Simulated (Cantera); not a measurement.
An adiabatic, constant-volume homogeneous reactor starts with CH₄ : H₂ : O₂ : N₂ = 1 : 0.051 : 4.6 : 17.3 (molar parts), at 950 K and 7.20 bar. Integrator tolerance rtol = 1e-08.

Computed with Cantera and GRI-Mech 3.0 (53 species, 325 reactions). Below about 1000 K GRI-Mech 3.0 lacks low-temperature oxidation paths.

Problem. What does this change do: initial temperature 950 to 1600 K?

Solution. 
| quantity | before | after |
|---|---|---|
| time of steepest temperature rise | 0.110 s | 63.7 µs |
| temperature at 0.500 s | 2145 K | 2619 K |
| equilibrium temperature | 2145 K | 2619 K |
| x(CH₄) at 0.500 s | <1e-12 (gas-phase equilibrium <1e-12) | <1e-12 (gas-phase equilibrium <1e-12) |
| x(H₂) at 0.500 s | 5.41e-5 (gas-phase equilibrium 5.40e-5) | 0.000797 (gas-phase equilibrium 0.000797) |
| x(O₂) at 0.500 s | 0.108 (gas-phase equilibrium 0.108) | 0.101 (gas-phase equilibrium 0.101) |
| x(CO₂) at 0.500 s | 0.0435 (gas-phase equilibrium 0.0435) | 0.0409 (gas-phase equilibrium 0.0409) |
| x(C₂H₆) at 0.500 s | <1e-12 (gas-phase equilibrium <1e-12) | <1e-12 (gas-phase equilibrium <1e-12) |

Problem. What does this change do: 0.16 parts C2H6 added?

Solution. 
| quantity | before | after |
|---|---|---|
| time of steepest temperature rise | 0.110 s | 0.107 s |
| temperature at 0.500 s | 2145 K | 2392 K |
| equilibrium temperature | 2145 K | 2392 K |
| x(CH₄) at 0.500 s | <1e-12 (gas-phase equilibrium <1e-12) | <1e-12 (gas-phase equilibrium <1e-12) |
| x(H₂) at 0.500 s | 5.41e-5 (gas-phase equilibrium 5.40e-5) | 0.000306 (gas-phase equilibrium 0.000306) |
| x(O₂) at 0.500 s | 0.108 (gas-phase equilibrium 0.108) | 0.0804 (gas-phase equilibrium 0.0804) |
| x(CO₂) at 0.500 s | 0.0435 (gas-phase equilibrium 0.0435) | 0.0559 (gas-phase equilibrium 0.0559) |
| x(C₂H₆) at 0.500 s | <1e-12 (gas-phase equilibrium <1e-12) | <1e-12 (gas-phase equilibrium <1e-12) |

Problem. What does this change do: 0.18 parts C2H6 added?

Solution. 
```csv
quantity,before,after
time of steepest temperature rise,0.110 s,0.109 s
temperature at 0.500 s,2145 K,2421 K
equilibrium temperature,2145 K,2421 K
x(CH₄) at 0.500 s,<1e-12 (gas-phase equilibrium <1e-12),<1e-12 (gas-phase equilibrium <1e-12)
x(H₂) at 0.500 s,5.41e-5 (gas-phase equilibrium 5.40e-5),0.000367 (gas-phase equilibrium 0.000367)
x(O₂) at 0.500 s,0.108 (gas-phase equilibrium 0.108),0.0771 (gas-phase equilibrium 0.0771)
x(CO₂) at 0.500 s,0.0435 (gas-phase equilibrium 0.0435),0.0573 (gas-phase equilibrium 0.0573)
x(C₂H₆) at 0.500 s,<1e-12 (gas-phase equilibrium <1e-12),<1e-12 (gas-phase equilibrium <1e-12)
```
